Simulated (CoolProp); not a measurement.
Vapour-liquid equilibrium of R125 (1) + R143a (2) at 208.8 K; x and y are mole fractions of (1).

The numbers come from the multi-fluid Helmholtz-energy mixture model, Lemmon 2005 and Lemmon and Jacobsen 2000; pair parameters Lemmon 2004 in CoolProp.

```json
[
 {"x": "0.05", "bubble pressure (MPa)": "0.04133", "y at the bubble point": "0.043", "dew pressure at overall composition x (MPa)": "0.04127", "liquid density (mol/L)": "14.35"},
 {"x": "0.15", "bubble pressure (MPa)": "0.04072", "y at the bubble point": "0.134", "dew pressure at overall composition x (MPa)": "0.04064", "liquid density (mol/L)": "14.22"},
 {"x": "0.25", "bubble pressure (MPa)": "0.04026", "y at the bubble point": "0.234", "dew pressure at overall composition x (MPa)": "0.04020", "liquid density (mol/L)": "14.08"},
 {"x": "0.35", "bubble pressure (MPa)": "0.03996", "y at the bubble point": "0.339", "dew pressure at overall composition x (MPa)": "0.03994", "liquid density (mol/L)": "13.95"},
 {"x": "0.45", "bubble pressure (MPa)": "0.03984", "y at the bubble point": "0.448", "dew pressure at overall composition x (MPa)": "0.03984", "liquid density (mol/L)": "13.81"},
 {"x": "0.55", "bubble pressure (MPa)": "0.03990", "y at the bubble point": "0.559", "dew pressure at overall composition x (MPa)": "0.03989", "liquid density (mol/L)": "13.68"},
 {"x": "0.65", "bubble pressure (MPa)": "0.04016", "y at the bubble point": "0.667", "dew pressure at overall composition x (MPa)": "0.04010", "liquid density (mol/L)": "13.55"},
 {"x": "0.75", "bubble pressure (MPa)": "0.04059", "y at the bubble point": "0.772", "dew pressure at overall composition x (MPa)": "0.04048", "liquid density (mol/L)": "13.41"},
 {"x": "0.85", "bubble pressure (MPa)": "0.04119", "y at the bubble point": "0.869", "dew pressure at overall composition x (MPa)": "0.04105", "liquid density (mol/L)": "13.28"},
 {"x": "0.95", "bubble pressure (MPa)": "0.04193", "y at the bubble point": "0.959", "dew pressure at overall composition x (MPa)": "0.04185", "liquid density (mol/L)": "13.15"}
]
```

y crosses x between x = 0.45 and 0.55: the model has an azeotrope there.

Pair parameters are fitted to limited data, so mixtures are less certain than the pure fluids.
